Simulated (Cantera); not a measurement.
Charge: 1 mol MgO, 3.1 mol N₂, at 2775 K and 5.00 mbar.

Equilibrium computed with Cantera from the NASA thermochemical tables; the gas is ideal and each condensed phase is pure. Candidate condensed phases: Mg, MgO; 13 gas species. The numbers say what is thermodynamically allowed, not how fast it happens.

Base state: N₂ 0.627, Mg 0.201, O 0.124, O₂ 0.0320, NO 0.0124, MgO 0.00361, N 3.25e-5 (mole fractions); condensed: gas only.

What changes in the equilibrium state with this change: N₂ from 3.1 to 1.2 mol?


```tsv
species	before	after
N₂	0.627	0.399
Mg	0.201	0.330
O	0.124	0.181
O₂	0.0320	0.0675
NO	0.0124	0.0143
MgO	0.00361	0.00862
N	3.25e-5	2.59e-5
```
